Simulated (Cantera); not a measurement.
Silicon epitaxy and polysilicon growth: Si3H8 + HCl + H2

Input: 1 mol Si3H8, 0.031 mol HCl, 200 mol H2, equilibrated at 1025 °C and 4.20 mbar.

Cantera equilibrium calculation (NASA polynomials, part measured and part estimated; ideal gas, pure solids and liquids). Candidate condensed phases: Si; 19 gas species. The feed counts by its element totals alone. The numbers say what is thermodynamically allowed, not how fast it happens.

| Property | Result |
|---|---|
| x(H2) | 1.000 |
| x(HCl) | 0.000152 |
| x(H) | 1.66e-5 |
| n(Si(s)) | 3.00 mol |
| gas amount | 204.0 mol |
